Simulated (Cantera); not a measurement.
A closed system holds: 1 mol SiCl₄, 8.6 mol H₂, held at 1400 °C and 390 Torr.

These are equilibrium values from Cantera (NASA tables, ideal gas, pure condensed phases), not measurements of a reactor. Candidate condensed phases: Si; 19 gas species. The tables' values for SiCl₃, SiCl are old estimates; treat these amounts as uncertain. The numbers say what is thermodynamically allowed, not how fast it happens.

Base state: H₂ 0.733, HCl 0.172, SiCl₂ 0.0792, SiCl₃ 0.0106, SiCl₄ 0.00295, SiHCl₃ 0.00225, SiH₂Cl₂ 0.000297, H 0.000135 (mole fractions); condensed: gas only.

Task: What changes in the equilibrium state with this change: pressure from 390 Torr to 100 Torr?

Result: 
| species | before | after |
|---|---|---|
| H₂ | 0.733 | 0.724 |
| HCl | 0.172 | 0.181 |
| SiCl₂ | 0.0792 | 0.0869 |
| SiCl₃ | 0.0106 | 0.00621 |
| SiH₃Cl | 1.18e-5 | 3.09e-6 |
| SiH₂Cl₂ | 0.000297 | 8.25e-5 |
| SiHCl₃ | 0.00225 | 0.000666 |
| SiCl₄ | 0.00295 | 0.000926 |
